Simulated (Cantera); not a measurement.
# Silicon etching in halogen gases: Si + NF3

Input: 1 mol Si, 3.5 mol NF3, equilibrated at 950 K and 5.00 Pa.

These are equilibrium values from Cantera (NASA tables, ideal gas, pure condensed phases), not measurements of a reactor. Candidate condensed phases: Si, Si3N4; 16 gas species. The numbers say what is thermodynamically allowed, not how fast it happens.

```
Item                                  Value
--------------------------------  ---------
x(F)                                  0.694
x(N2)                                 0.191
x(SiF4)                               0.109
x(F2)                               0.00708
gas amount                        9.185 mol
log10 activity of Si(s) (absent)     -73.66
```
